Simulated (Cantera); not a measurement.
Feed: 1 mol TiO2, 0.012 mol H2O, equilibrated at 1300 K and 19.0 mbar.

Equilibrium computed with Cantera from the NASA thermochemical tables; the gas is ideal and each condensed phase is pure. Candidate condensed phases: H2O, Ti, TiO, TiO2, Ti2O3, Ti3O5, Ti4O7; 12 gas species. Gases not in the tables: TiO(OH)2. Equilibrium is a limit: real reactors are often held back by kinetics, nucleation or transport.

Base state: H2O 1.000, H2 9.44e-5, O2 4.45e-5, OH 1.08e-5 (mole fractions); condensed: TiO2(rutile).

Problem. What changes in the equilibrium state with this change: TiO2 replaced by B?

Solution. 
```csv
species,before,after
H2,9.44e-5,0.997
HBO,0,0.00209
B3O3H3,0,0.000957
H2O,1.000,1.91e-6
B2O2,0,6.14e-5
O2,4.45e-5,<1e-9
HBO2,0,3.09e-5
"TiO2(rutile), mol",1.00,0
"B(s), mol",0,0.992
"B2O3(l), mol",0,0.00398
```
Mutual solubility and eutectic melting of coexisting phases are not modelled. Further candidate phases: B, B2O3, B3O3H3.
